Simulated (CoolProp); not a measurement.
Properties of R1233zd(E) along the isobar 1.01 bar (Tc = 438.9 K, pc = 35.83 bar, ω = 0.304).

Values from CoolProp's reference Helmholtz-energy equation of state, Akasaka 2022.

| T (K) | phase | Z | cp (kJ/(kg K)) | Joule-Thomson coefficient (K/MPa) |
|---|---|---|---|---|
| 278.7 | liquid | 0.004346 | 1.147 | -0.3402 |
| 285.5 | liquid | 0.004294 | 1.160 | -0.3223 |
| 292.3 | gas | 0.9593 | 0.7907 | 33.48 |
| 299.1 | gas | 0.9624 | 0.8010 | 31.01 |
| 305.9 | gas | 0.9653 | 0.8111 | 28.80 |
| 312.7 | gas | 0.9678 | 0.8210 | 26.81 |
| 319.5 | gas | 0.9701 | 0.8307 | 25.03 |
| 326.4 | gas | 0.9722 | 0.8403 | 23.39 |
| 333.2 | gas | 0.9741 | 0.8496 | 21.94 |
| 340 | gas | 0.9759 | 0.8587 | 20.61 |
| 346.8 | gas | 0.9774 | 0.8675 | 19.41 |
| 353.6 | gas | 0.9789 | 0.8762 | 18.31 |
| 360.4 | gas | 0.9802 | 0.8846 | 17.30 |
| 367.3 | gas | 0.9815 | 0.8930 | 16.36 |
| 374.1 | gas | 0.9826 | 0.9011 | 15.51 |
| 380.9 | gas | 0.9836 | 0.9091 | 14.73 |
